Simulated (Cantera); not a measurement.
**Thermodynamics of carbon deposition, reforming and gasification, feed C6H6 + H2O + N2**

Feed: 1 mol C6H6, 0.024 mol H2O, 8.3 mol N2, equilibrated at 270 Torr.

These are equilibrium values from Cantera (NASA tables, ideal gas, pure condensed phases), not measurements of a reactor. Candidate condensed phases: C, C6H6, C7H8, C8H18, H2O; 136 gas species. Rates play no part.

```json
[
 {"T (°C)": "325", "x N2": "0.820", "x H2": "0.0577", "x CH4": "0.119", "x HCN": "2.25e-11", "x H": "<1e-12", "x HNC": "<1e-12", "n C(graphite)": "4.79"},
 {"T (°C)": "525", "x N2": "0.751", "x H2": "0.222", "x CH4": "0.0247", "x HCN": "3.64e-8", "x H": "2.09e-12", "x HNC": "8.48e-12", "n C(graphite)": "5.72"},
 {"T (°C)": "725", "x N2": "0.733", "x H2": "0.262", "x CH4": "0.00241", "x HCN": "2.20e-6", "x H": "1.84e-9", "x HNC": "3.21e-9", "n C(graphite)": "5.95"},
 {"T (°C)": "925", "x N2": "0.732", "x H2": "0.266", "x CH4": "0.000408", "x HCN": "3.21e-5", "x H": "1.63e-7", "x HNC": "1.59e-7", "n C(graphite)": "5.97"},
 {"T (°C)": "1125", "x N2": "0.731", "x H2": "0.266", "x CH4": "0.000111", "x HCN": "0.000215", "x H": "4.07e-6", "x HNC": "2.55e-6", "n C(graphite)": "5.97"},
 {"T (°C)": "1325", "x N2": "0.731", "x H2": "0.266", "x CH4": "4.19e-5", "x HCN": "0.000891", "x H": "4.57e-5", "x HNC": "2.03e-5", "n C(graphite)": "5.97"},
 {"T (°C)": "1525", "x N2": "0.730", "x H2": "0.265", "x CH4": "1.96e-5", "x HCN": "0.00267", "x H": "0.000302", "x HNC": "0.000101", "n C(graphite)": "5.94"},
 {"T (°C)": "1725", "x N2": "0.728", "x H2": "0.262", "x CH4": "1.05e-5", "x HCN": "0.00639", "x H": "0.00137", "x HNC": "0.000362", "n C(graphite)": "5.89"},
 {"T (°C)": "1925", "x N2": "0.723", "x H2": "0.256", "x CH4": "6.22e-6", "x HCN": "0.0129", "x H": "0.00469", "x HNC": "0.00101", "n C(graphite)": "5.80"},
 {"T (°C)": "2125", "x N2": "0.714", "x H2": "0.244", "x CH4": "3.82e-6", "x HCN": "0.0227", "x H": "0.0130", "x HNC": "0.00235", "n C(graphite)": "5.65"},
 {"T (°C)": "2325", "x N2": "0.700", "x H2": "0.224", "x CH4": "2.32e-6", "x HCN": "0.0355", "x H": "0.0300", "x HNC": "0.00463", "n C(graphite)": "5.42"}
]
```
x: gas mole fraction; n: condensed amount in mol.

From 325 °C to 2325 °C the condensed part is C(graphite). The main C-bearing gas is CH4 at 325 °C and HCN at 2325 °C.
